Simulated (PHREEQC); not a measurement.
Make-up at 25 °C: 170 mmol/kgw NH3, 22 mmol/kgw NaAlO2 and 2.3 mmol/kgw (CH3)4NCl. Closed to the air; pH follows from the charge balance.

Model: ion-association model, phreeqc.dat, run in PHREEQC.

Each row changes one thing in this solution. No solid was allowed to form.

```csv
case,pH,ionic strength (mol/kgw),NH4+ (mol/kgw),SI of Halite (NaCl)
as made,11.24,0.0263,0.00204,-6.00
NaAlO2 from 0.022 to 0.0044 mol/kgw,11.23,___,0.00191,-6.65
NaAlO2 replaced by Na2SO4 at the same molality,11.26,0.0666,0.00210,-5.77
diluted 10-fold with water,___,0.00300,0.000574,-7.92
0.058 mol/kgw H2SO4 added,9.15,0.165,0.101,___
diluted 5-fold with water,10.88,___,0.000834,___
```

Task: Complete the blanks.

Result: 
- NaAlO2 from 0.022 to 0.0044 mol/kgw, ionic strength (mol/kgw): 0.00861
- diluted 10-fold with water, pH: 10.73
- 0.058 mol/kgw H2SO4 added, SI of Halite (NaCl): -6.15
- diluted 5-fold with water, ionic strength (mol/kgw): 0.00569
- diluted 5-fold with water, SI of Halite (NaCl): -7.33

Species that the database lacks are ignored. Some of these states are supersaturated (in Gibbsite (slow to form), Al(OH)3(a), for instance). (CH3)4N+ isn't in the database: it is added as a free cation with an ion size of 4 Å.
